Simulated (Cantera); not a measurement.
A closed system holds: 1 mol Ca(OH)2, 0.15 mol CO2, 0.86 mol H2, at 1627 °C.

These are equilibrium values from Cantera (NASA tables, ideal gas, pure condensed phases), not measurements of a reactor. Candidate condensed phases: C, C6H6, C7H8, C8H18, Ca, CaCO3, CaO, Ca(OH)2, H2O; 115 gas species. Equilibrium is a limit: real reactors are often held back by kinetics, nucleation or transport.

At 72.0 mbar, list the 6 most abundant gas species with their mole fractions, and the condensed phases.

H2O 0.552, H2 0.372, CO 0.0551, CO2 0.0194, H 0.00180, OH 0.000220. Condensed: CaO(s).
